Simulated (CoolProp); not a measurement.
Properties of CH2F2 (R32) along the isotherm 302.3 K (Tc = 351.3 K, pc = 5.783 MPa, ω = 0.277).

Model: reference Helmholtz-energy equation of state, Tillner-Roth 1997, in CoolProp.

```json
[
 {"p (MPa)": "3.21", "phase": "liquid", "Z": "0.06974", "speed of sound (m/s)": "548.9", "Joule-Thomson coefficient (K/MPa)": "[?]", "expansivity (1/kK)": "4.653", "Prandtl number": "1.60"},
 {"p (MPa)": "6.43", "phase": "liquid", "Z": "[?]", "speed of sound (m/s)": "590.0", "Joule-Thomson coefficient (K/MPa)": "0.1254", "expansivity (1/kK)": "4.054", "Prandtl number": "1.58"},
 {"p (MPa)": "9.64", "phase": "liquid", "Z": "[?]", "speed of sound (m/s)": "624.6", "Joule-Thomson coefficient (K/MPa)": "[?]", "expansivity (1/kK)": "3.644", "Prandtl number": "1.58"},
 {"p (MPa)": "12.9", "phase": "liquid", "Z": "0.2661", "speed of sound (m/s)": "[?]", "Joule-Thomson coefficient (K/MPa)": "0.004554", "expansivity (1/kK)": "[?]", "Prandtl number": "1.58"},
 {"p (MPa)": "16.1", "phase": "liquid", "Z": "0.3278", "speed of sound (m/s)": "682.8", "Joule-Thomson coefficient (K/MPa)": "-0.03675", "expansivity (1/kK)": "3.097", "Prandtl number": "1.59"},
 {"p (MPa)": "19.3", "phase": "liquid", "Z": "0.3885", "speed of sound (m/s)": "708.0", "Joule-Thomson coefficient (K/MPa)": "-0.07070", "expansivity (1/kK)": "2.904", "Prandtl number": "1.60"},
 {"p (MPa)": "22.5", "phase": "liquid", "Z": "0.4482", "speed of sound (m/s)": "[?]", "Joule-Thomson coefficient (K/MPa)": "-0.09919", "expansivity (1/kK)": "2.744", "Prandtl number": "1.61"},
 {"p (MPa)": "25.7", "phase": "liquid", "Z": "0.5071", "speed of sound (m/s)": "753.3", "Joule-Thomson coefficient (K/MPa)": "-0.1235", "expansivity (1/kK)": "2.607", "Prandtl number": "1.63"},
 {"p (MPa)": "28.9", "phase": "liquid", "Z": "0.5652", "speed of sound (m/s)": "774.0", "Joule-Thomson coefficient (K/MPa)": "-0.1445", "expansivity (1/kK)": "2.489", "Prandtl number": "1.65"}
]
```

Complete the blanks.


- 3.21, Joule-Thomson coefficient (K/MPa): 0.2203
- 6.43, Z: 0.1369
- 9.64, Z: 0.2018
- 9.64, Joule-Thomson coefficient (K/MPa): 0.05737
- 12.9, speed of sound (m/s): 655.5
- 12.9, expansivity (1/kK): 3.334
- 22.5, speed of sound (m/s): 731.4

Viscosity comes from a separate model (Bell 2016), an estimate that may be off by 10 % or more. Thermal conductivity comes from a separate model (Huber 2003), an estimate that may be off by 10 % or more.
